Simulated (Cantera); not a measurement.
Input (Python, Cantera):

```python
import numpy as np
import cantera as ct

gas = ct.Solution("SiF4_NH3_mec.yaml", "gas")
gas.TPX = 1575, 2700, {'NH3': 1, 'H2': 0.74}
reactor = ct.IdealGasConstPressureReactor(gas, energy="off", clone=False)
net = ct.ReactorNet([reactor])
net.rtol, net.atol = 1e-08, 1e-18
show = ['NH3', 'H2', 'N2', 'N', 'NH', 'NH2', 'N2H2']
times = np.geomspace(5e-05, 10, 9)

steps = ct.SolutionArray(gas, extra=["t"])
rows = []
print(f"{'t/s':>10s}{'T/K':>9s}{'P/Pa':>11s}" + "".join(f"{s:>11s}" for s in show))
for t in times:
    while net.time < t:
        t_next = net.step()
        steps.append(gas.state, t=t_next)
    rows.append([np.interp(t, steps.t, y) for y in (steps.T, steps.P, *steps(*show).X.T)])
    print(f"{t:10.3e}{rows[-1][0]:9.1f}{rows[-1][1]:11.4g}" + "".join(f"{x:11.3e}" for x in rows[-1][2:]))
rate = np.gradient(steps.T, steps.t)
print("integrator steps:", len(steps.t))
if steps.T.max() > steps.T[0] + 200:
    print(f"time of steepest temperature rise: {steps.t[rate.argmax()]:.4e} s")
gas.TPX = 1575, 2700, {'NH3': 1, 'H2': 0.74}
gas.equilibrate("TP")
print(f"equilibrium (TP): T = {gas.T:.1f} K  " + "  ".join(f"{s} {gas[s].X[0]:.3e}" for s in show))
```

Result:

```
       t/s      T/K       P/Pa        NH3         H2         N2          N         NH        NH2       N2H2
 5.000e-05   1575.0       2700  5.747e-01  4.253e-01  3.160e-18  5.549e-20  2.311e-14  3.249e-08  1.714e-15
 2.299e-04   1575.0       2700  5.747e-01  4.253e-01  5.546e-15  3.339e-17  1.034e-12  1.544e-07  1.714e-13
 1.057e-03   1575.0       2700  5.747e-01  4.253e-01  4.467e-12  7.089e-15  2.809e-11  7.148e-07  1.286e-11
 4.862e-03   1575.0       2700  5.747e-01  4.253e-01  1.276e-09  8.324e-13  6.276e-10  3.290e-06  5.468e-10
 2.236e-02   1575.0       2700  5.747e-01  4.253e-01  1.791e-07  8.261e-11  1.331e-08  1.510e-05  1.446e-08
 1.028e-01   1575.0       2700  5.746e-01  4.253e-01  2.060e-05  5.911e-09  2.341e-07  6.391e-05  3.036e-07
 4.729e-01   1575.0       2700  5.730e-01  4.264e-01  5.121e-04  1.827e-08  5.027e-07  9.410e-05  6.984e-07
 2.175e+00   1575.0       2700  5.652e-01  4.317e-01  2.982e-03  1.833e-08  5.009e-07  9.326e-05  6.833e-07
 1.000e+01   1575.0       2700  5.315e-01  4.547e-01  1.369e-02  1.852e-08  4.924e-07  8.951e-05  6.191e-07
integrator steps: 455
equilibrium (TP): T = 1575.0 K  NH3 4.201e-07  H2 8.173e-01  N2 1.825e-01  N 9.785e-13  NH 6.165e-12  NH2 2.766e-10  N2H2 4.081e-16
```

Computed with Cantera and the gas-phase N/H chemistry of the illustrative SiF4/NH3 mechanism in the Surface Chemkin manual (1991). Walls and surfaces, which speed up NH3 decomposition in real reactors, are not modelled.
